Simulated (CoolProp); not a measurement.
Saturation properties of sulfur hexafluoride (Tc = 45.6 °C, pc = 37.55 bar, ω = 0.210).

The numbers come from the reference Helmholtz-energy equation of state, Guder 2009 in CoolProp.

| T (°C) | p (bar) | vapour density (kg/m³) | liquid conductivity (mW/(m K)) |
|---|---|---|---|
| -25.15 | 5.818 | 47.61 | 69.7 |
| -18.55 | 7.222 | 59.07 | 67.7 |
| -12.05 | 8.837 | 72.55 | 65.6 |
| -5.45 | 10.74 | 88.90 | 63.5 |
| 1.05 | 12.88 | 108.2 | 61.4 |
| 7.65 | 15.38 | 131.8 | 59.1 |
| 14.15 | 18.16 | 160.2 | 56.8 |
| 20.75 | 21.36 | 196.1 | 54.4 |
| 27.25 | 24.91 | 241.6 | 51.9 |

Thermal conductivity comes from a separate model (Assael 2012).
